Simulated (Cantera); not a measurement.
Ignition delay

Mixture: CH₄ : O₂ : N₂ = 0.42 : 1.25 : 4.7 (molar parts), at 10.0 bar, adiabatic and at constant volume. Ignition delay is the time to a rise of 400 K.

Computed with Cantera and GRI-Mech 3.0 (53 species, 325 reactions).

```
T0 (K)  delay (ms)
------  ----------
1098          15.0
1198          3.90
1298          1.19
1398         0.408
1498         0.154
1598        0.0638
```

```
Item                                                    Result
--------------------------------------------------  ----------
apparent activation energy between 1398 and 1598 K  170 kJ/mol
```
